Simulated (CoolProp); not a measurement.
m-xylene along the isotherm 519.7 K: density (kg/m³) from the reference equation and from simpler models built on Tc = 616.9 K, pc = 3.535 MPa, ω = 0.326; each cubic takes its own stable root.

The numbers come from the reference Helmholtz-energy equation of state, Zhou 2012 in CoolProp.

```tsv
p (MPa)	phase	reference
0.736	gas	21.36
1.47	liquid	632.5
2.21	liquid	636.0
2.95	liquid	639.2
3.68	liquid	642.3
4.42	liquid	645.3
5.15	liquid	648.0
5.89	liquid	650.8
6.63	liquid	653.4
7.36	liquid	655.9
8.1	liquid	658.3
8.84	liquid	660.7
```

How far does each simpler model (Redlich-Kwong, Peng-Robinson) lie from the reference over these 12 states: mean and median of the absolute difference, and the worst?


- Redlich-Kwong: mean 16.9 %, median 17.6 %, worst -21.2 % at 519.7 K and 1.47 MPa
- Peng-Robinson: mean 2.7 %, median 2.7 %, worst -4.4 % at 519.7 K and 1.47 MPa
